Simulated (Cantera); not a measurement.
A closed system holds: 1 mol CH3SiH3, 1.4 mol HCl, 2 mol H2, at 7.50 Torr.

Cantera equilibrium calculation (NASA polynomials, part measured and part estimated; ideal gas, pure solids and liquids). Candidate condensed phases: C, C6H6, C7H8, C8H18, Si, SiC; 109 gas species. The feed counts by its element totals alone. The tables' values for SiCl, SiCl3 are old estimates; treat these amounts as uncertain. Gases not in the tables: Si2H6 and higher silanes. The numbers say what is thermodynamically allowed, not how fast it happens.

x: gas mole fraction; n: condensed amount in mol.

```json
[
 {"T (K)": "1198", "x H2": "0.785", "x HCl": "0.214", "x H": "1.68e-6", "x Si": "<1e-12", "x Cl": "3.98e-7", "x SiCl2": "0.000228", "n C(graphite)": "0.00883", "n SiC(s)": "0.991"},
 {"T (K)": "1298", "x H2": "0.783", "x HCl": "0.217", "x H": "9.48e-6", "x Si": "1.19e-11", "x Cl": "2.21e-6", "x SiCl2": "0.000467", "n C(graphite)": "0.00509", "n SiC(s)": "0.995"},
 {"T (K)": "1398", "x H2": "0.782", "x HCl": "0.217", "x H": "4.19e-5", "x Si": "3.70e-10", "x Cl": "9.54e-6", "x SiCl2": "0.000839", "n C(graphite)": "0.00628", "n SiC(s)": "0.994"},
 {"T (K)": "1498", "x H2": "0.783", "x HCl": "0.216", "x H": "0.000152", "x Si": "7.26e-9", "x Cl": "3.38e-5", "x SiCl2": "0.00138", "n C(graphite)": "0.00932", "n SiC(s)": "0.990"},
 {"T (K)": "1598", "x H2": "0.783", "x HCl": "0.214", "x H": "(withheld)", "x Si": "(withheld)", "x Cl": "(withheld)", "x SiCl2": "(withheld)", "n C(graphite)": "(withheld)", "n SiC(s)": "0.986"},
 {"T (K)": "1698", "x H2": "0.783", "x HCl": "0.212", "x H": "0.00128", "x Si": "9.64e-7", "x Cl": "0.000269", "x SiCl2": "0.00303", "n C(graphite)": "0.0191", "n SiC(s)": "0.980"},
 {"T (K)": "1798", "x H2": "0.783", "x HCl": "0.209", "x H": "0.00311", "x Si": "7.36e-6", "x Cl": "0.000638", "x SiCl2": "0.00414", "n C(graphite)": "0.0253", "n SiC(s)": "0.973"},
 {"T (K)": "1898", "x H2": "0.780", "x HCl": "0.205", "x H": "0.00691", "x Si": "4.53e-5", "x Cl": "0.00137", "x SiCl2": "0.00541", "n C(graphite)": "0.0319", "n SiC(s)": "0.964"},
 {"T (K)": "1998", "x H2": "0.775", "x HCl": "0.200", "x H": "0.0141", "x Si": "0.000231", "x Cl": "0.00272", "x SiCl2": "0.00676", "n C(graphite)": "0.0389", "n SiC(s)": "0.953"},
 {"T (K)": "2098", "x H2": "0.764", "x HCl": "0.193", "x H": "0.0269", "x Si": "0.00101", "x Cl": "0.00501", "x SiCl2": "0.00812", "n C(graphite)": "0.0484", "n SiC(s)": "0.936"},
 {"T (K)": "2198", "x H2": "0.743", "x HCl": "0.183", "x H": "(withheld)", "x Si": "(withheld)", "x Cl": "(withheld)", "x SiCl2": "(withheld)", "n C(graphite)": "(withheld)", "n SiC(s)": "0.899"},
 {"T (K)": "2298", "x H2": "0.706", "x HCl": "0.168", "x H": "0.0805", "x Si": "0.0131", "x Cl": "0.0138", "x SiCl2": "0.0101", "n C(graphite)": "0.130", "n SiC(s)": "0.796"},
 {"T (K)": "2398", "x H2": "0.636", "x HCl": "0.146", "x H": "0.126", "x Si": "0.0400", "x Cl": "0.0205", "x SiCl2": "0.0100", "n C(graphite)": "0.319", "n SiC(s)": "0.471"}
]
```

Question: Fill in the missing entries.

Answer: 
- 2198, x H: 0.0480
- 2198, x Si: 0.00386
- 2198, x Cl: 0.00861
- 2198, x SiCl2: 0.00930
- 2198, n C(graphite): 0.0692
- 1598, x H: 0.000471
- 1598, x Si: 9.76e-8
- 1598, x Cl: 0.000102
- 1598, x SiCl2: 0.00210
- 1598, n C(graphite): 0.0137
